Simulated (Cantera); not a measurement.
## NO annealing gas

An isothermal, constant-pressure homogeneous reactor starts with NO : N2 = 1 : 0.23 (molar parts), at 2125 K and 0.320 bar.

Computed with Cantera and GRI-Mech 3.0 (53 species, 325 reactions).

```
t (s)       x NO     x N2O     x NO2       x O      x O2
--------  ------  --------  --------  --------  --------
0.000100   0.813   5.30e-5   1.05e-5   5.16e-5   1.97e-6
0.000228   0.813  0.000109   3.54e-5  0.000114   1.14e-5
0.000521   0.812  0.000196   9.17e-5  0.000247   7.74e-5
0.00119    0.811  0.000277  0.000151  0.000396  0.000462
0.00271    0.809  0.000302  0.000170  0.000442   0.00170
0.00620    0.803  0.000297  0.000182  0.000471   0.00464
0.0141     0.789  0.000283  0.000208  0.000530    0.0115
0.0323     0.757  0.000255  0.000253  0.000644    0.0272
0.0737     0.685  0.000200  0.000316  0.000846    0.0633
0.168      0.534  0.000114  0.000350   0.00116     0.139
0.384      0.295   3.29e-5  0.000262   0.00152     0.258
0.876     0.0925   3.33e-6   9.68e-5   0.00177     0.359
2.00      0.0243   4.92e-7   2.66e-5   0.00184     0.393
```
x: mole fraction; the columns are a selection and need not sum to one.

Equilibrium at this temperature and pressure: NO 0.0126, N2O 3.44e-7, NO2 1.39e-5, O 0.00185, O2 0.399 (gas phase only).
